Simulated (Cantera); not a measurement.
Charge: 1 mol Ti(OiPr)4, 0.69 mol H2O, 2.2 mol H2, equilibrated at 750 Torr.

Cantera equilibrium calculation (NASA polynomials, part measured and part estimated; ideal gas, pure solids and liquids). Candidate condensed phases: C, C6H6, C7H8, C8H18, H2O, Ti, TiC, TiO, TiO2, Ti2O3, Ti3O5, Ti4O7; 113 gas species. The feed counts by its element totals alone. TiC: taken at fixed stoichiometry. Equilibrium is a limit: real reactors are often held back by kinetics, nucleation or transport.

x: gas mole fraction; n: condensed amount in mol.

| T (K) | x H2 | x CO | x H | x CH4 | n C(graphite) | n TiC(s) |
|---|---|---|---|---|---|---|
| 1523 | 0.781 | 0.217 | [?] | 0.00140 | 6.29 | 1.00 |
| 1573 | 0.781 | 0.217 | [?] | 0.00112 | 6.29 | 1.00 |
| 1623 | 0.781 | 0.217 | [?] | 0.000905 | 6.29 | 1.00 |
| 1673 | 0.782 | 0.217 | [?] | 0.000742 | 6.29 | 1.00 |
| 1723 | 0.782 | 0.217 | [?] | 0.000615 | 6.30 | 1.00 |
| 1773 | 0.782 | 0.217 | [?] | 0.000515 | 6.30 | 1.00 |
| 1823 | 0.782 | 0.217 | [?] | 0.000436 | 6.29 | 1.00 |
| 1873 | 0.781 | 0.217 | [?] | 0.000372 | 6.29 | 1.00 |
| 1923 | 0.781 | 0.217 | [?] | 0.000321 | 6.29 | 1.00 |
| 1973 | 0.781 | 0.217 | [?] | 0.000278 | 6.28 | 1.00 |
| 2023 | 0.780 | 0.217 | [?] | 0.000243 | 6.27 | 1.00 |
| 2073 | 0.779 | 0.217 | [?] | 0.000214 | 6.26 | 1.00 |
| 2123 | 0.778 | 0.217 | [?] | 0.000189 | 6.25 | 1.00 |

### Question
What belongs in the gaps?

### Answer

- 1523, x H: 2.04e-5
- 1573, x H: 3.59e-5
- 1623, x H: 6.11e-5
- 1673, x H: 0.000101
- 1723, x H: 0.000161
- 1773, x H: 0.000252
- 1823, x H: 0.000383
- 1873, x H: 0.000571
- 1923, x H: 0.000833
- 1973, x H: 0.00119
- 2023, x H: 0.00168
- 2073, x H: 0.00232
- 2123, x H: 0.00317
